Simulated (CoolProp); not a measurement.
R245ca at several states: Z from the reference equation and from simpler models built on Tc = 447.6 K, pc = 3.941 MPa, ω = 0.355; each cubic takes its own stable root.

Computed with CoolProp (reference Helmholtz-energy equation of state, Zhou 2016).

| T (K) | p (MPa) | phase | reference |
|---|---|---|---|
| 249.7 | 0.157 | liquid | 0.006742 |
| 368.6 | 10 | liquid | 0.3533 |
| 294 | 0.0952 | liquid | 0.003735 |
| 384.3 | 5.44 | liquid | 0.1957 |

How far does each simpler model (van der Waals, Redlich-Kwong, Peng-Robinson) lie from the reference over these 4 states: mean and median of the absolute difference, and the worst?


- van der Waals: mean 10074.4 %, median 7045.0 %, worst +26154.4 % at 294 K and 0.0952 MPa
- Redlich-Kwong: mean 6498.1 %, median 14.6 %, worst +25950.9 % at 294 K and 0.0952 MPa
- Peng-Robinson: mean 3.5 %, median 3.8 %, worst -4.2 % at 368.6 K and 10 MPa

At some of these states van der Waals, Redlich-Kwong gives the other phase, because its saturation line lies elsewhere.
